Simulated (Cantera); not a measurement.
What does this Cantera script print?

```python
import numpy as np
import cantera as ct

gas = ct.Solution("gri30.yaml")
gas.TP = 300, 98000
flame = ct.CounterflowDiffusionFlame(gas, width=0.02)
flame.fuel_inlet.X, flame.fuel_inlet.T = {'CH4': 1, 'CO': 0.13}, 350
flame.oxidizer_inlet.X, flame.oxidizer_inlet.T = {'O2': 0.17, 'N2': 0.83}, 598
flame.set_refine_criteria(ratio=3, slope=0.12, curve=0.24, prune=0.03)
show = ['OH', 'H', 'NO', 'CO', 'C2H2']

rows = []
print(f"{'mdot':>8s}{'a_max':>10s}{'a_mean':>10s}{'Tmax/K':>9s}" + "".join(f"{s:>11s}" for s in show) + "   (peak mole fractions)")
for i, mdot in enumerate([0.24, 0.36, 0.52, 0.76, 1.1, 1.6, 2.4]):  # kg/m2/s on the oxidiser side
    flame.oxidizer_inlet.mdot, flame.fuel_inlet.mdot = mdot, 0.84 * mdot
    flame.solve(loglevel=0, auto=(i == 0))
    if flame.T.max() < max(350, 598) + 100:
        print(f"{mdot:8.3g}  no burning solution found from the previous one")
        break
    dT = np.abs(np.gradient(flame.T, flame.grid))
    rows.append([flame.strain_rate("max"), flame.strain_rate("mean"), flame.T.max(),
                 *(flame.X[gas.species_index(s)].max() for s in show), max(dT[0], dT[-1]) / dT.max()])
    print(f"{mdot:8.3g}{rows[-1][0]:10.1f}{rows[-1][1]:10.1f}{rows[-1][2]:9.1f}" + "".join(f"{x:11.3e}" for x in rows[-1][3:-1]))
```

Output:

```
    mdot     a_max    a_mean   Tmax/K         OH          H         NO         CO       C2H2   (peak mole fractions)
    0.24     161.8      38.4   1983.2  5.292e-03  3.177e-03  1.748e-04  1.155e-01  8.224e-03
    0.36     234.5      57.6   1965.6  5.224e-03  3.343e-03  1.508e-04  1.155e-01  7.408e-03
    0.52     331.2      83.2   1949.6  5.142e-03  3.484e-03  1.274e-04  1.156e-01  6.742e-03
    0.76     475.9     121.6   1927.1  4.946e-03  3.557e-03  9.932e-05  1.155e-01  5.909e-03
     1.1     677.1     176.0   1898.3  4.617e-03  3.520e-03  7.022e-05  1.155e-01  4.921e-03
     1.6     965.8     256.0   1854.7  4.048e-03  3.255e-03  4.002e-05  1.157e-01  3.603e-03
     2.4  no burning solution found from the previous one
```

Computed with Cantera and GRI-Mech 3.0 (53 species, 325 reactions). GRI-Mech 3.0 has no aromatics or soot, which form on the fuel side of real flames. The maximum strain rate includes the flame's own expansion and is several times the mean. A flux with no burning solution from the previous one only brackets extinction.
